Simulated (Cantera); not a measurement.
Cantera run:

```python
import numpy as np
import cantera as ct

gas_names = """
    C CO CO2 C2 C2O C3 C3O2 C4 C5 O O2 O3 Ti TiO TiO2
""".split()
cond_names = """
    C(gr) Ti(a) Ti(b) Ti(L) TiC(s) TiC(L) TiO(a) TiO(b) TiO(L) TiO2(ru) TiO2(L) Ti2O3(a) Ti2O3(b)
    Ti2O3(L) Ti3O5(a) Ti3O5(b) Ti3O5(L) Ti4O7(s) Ti4O7(L)
""".split()


def load(file, names, dense=False):
    # The tables refer to 1 bar. Condensed volumes are neglected.
    table = {s.name: s for s in ct.Species.list_from_file(file)}
    out = []
    for n in names:
        d = dict(table[n].input_data)
        d["thermo"] = dict(d["thermo"], **{"reference-pressure": 1e5})
        if dense:
            d["equation-of-state"] = {"model": "constant-volume", "density": "1e6 g/cm^3"}
        out.append(ct.Species.from_dict(d))
    return out


gas = ct.Solution(thermo="ideal-gas", species=load("nasa_gas.yaml", gas_names))
cond = {s.name: ct.Solution(thermo="fixed-stoichiometry", species=[s], name=s.name)
        for s in load("nasa_condensed.yaml", cond_names, dense=True)}
atoms = {
    'Ti': {'Ti': 1},
    'CO2': {'C': 1, 'O': 2},
    'CO': {'C': 1, 'O': 1},
}
top_T = {'C(gr)': 4500}  # K; cautious upper limits of use, not melting points


def equilibrate(T, P, feed):
    n = {}
    for name, mol in feed.items():
        for a, k in atoms[name].items():
            n[a] = n.get(a, 0.0) + k * mol
    gas.TPX = T, P, n
    mass = sum(n.values()) * gas.mean_molecular_weight
    gas.equilibrate("TP")
    valid = [c for c in cond.values() if c.min_temp <= T <= top_T.get(c.name, c.max_temp)]
    mix = ct.Mixture([(gas, mass / gas.mean_molecular_weight)] + [(c, 0.0) for c in valid])
    mix.T, mix.P = T, P
    mix.equilibrate("TP", solver="vcs", rtol=1e-11, max_steps=5000)
    return mix


results = []
feed = {'Ti': 1, 'CO2': 0.035, 'CO': 6.1}  # mol
P = 11  # Pa
for T in [1400, 1450, 1500, 1550, 1600, 1650, 1700, 1750, 1800, 1850, 1900, 1950]:
    mix = equilibrate(T, P, feed)
    results.append((T, P, feed, dict(zip(mix.species_names, mix.species_moles))))

top = {s: max(r[3][s] / sum(r[3][g] for g in gas_names) for r in results) for s in gas_names}
cols = sorted((s for s in top if top[s] > 1e-05), key=lambda s: -top[s])[:9]
seen = [c for c in cond_names if any(r[3].get(c, 0) > 1e-12 for r in results)]
print("log10 of partial pressures in bar; condensed amounts in mol")
print(f"{'T/K':>10s}" + "".join(f"{s[:9]:>10s}" for s in cols + seen))
for T, P, feed, n in results:
    ng = sum(n[g] for g in gas_names)
    print(f"{T:10.4g}" + "".join(f"{np.log10(max(n[s] / ng * P / 1e5, 1e-99)):10.3f}" for s in cols)
          + "".join(f"{n.get(c, 0):10.4g}" for c in seen))
```

It prints:

```
log10 of partial pressures in bar; condensed amounts in mol
       T/K        CO       TiO        Ti    TiC(s)    TiO(b)  Ti2O3(b)
      1400    -3.959   -12.863   -14.714     0.586         0     0.207
      1450    -3.959   -12.025   -13.680     0.586         0     0.207
      1500    -3.959   -11.243   -12.717     0.586         0     0.207
      1550    -3.959   -10.514   -11.816     0.586         0     0.207
      1600    -3.959    -9.832   -10.973     0.586         0     0.207
      1650    -3.959    -9.247   -10.209    0.4825    0.5175         0
      1700    -3.959    -8.722    -9.503    0.4825    0.5174         0
      1750    -3.959    -8.229    -8.839    0.4825    0.5171         0
      1800    -3.959    -7.764    -8.212    0.4824    0.5164         0
      1850    -3.959    -7.326    -7.621    0.4819    0.5144         0
      1900    -3.959    -6.912    -7.061    0.4803    0.5089         0
      1950    -3.961    -6.521    -6.530    0.4749    0.4942         0
```

Equilibrium computed with Cantera from the NASA thermochemical tables; the gas is ideal and each condensed phase is pure. Mutual solubility and eutectic melting of coexisting phases are not modelled. TiC, TiO: taken at fixed stoichiometry. Condensed phases not in the tables: solid solutions among these carbides, nitrides and lower oxides.
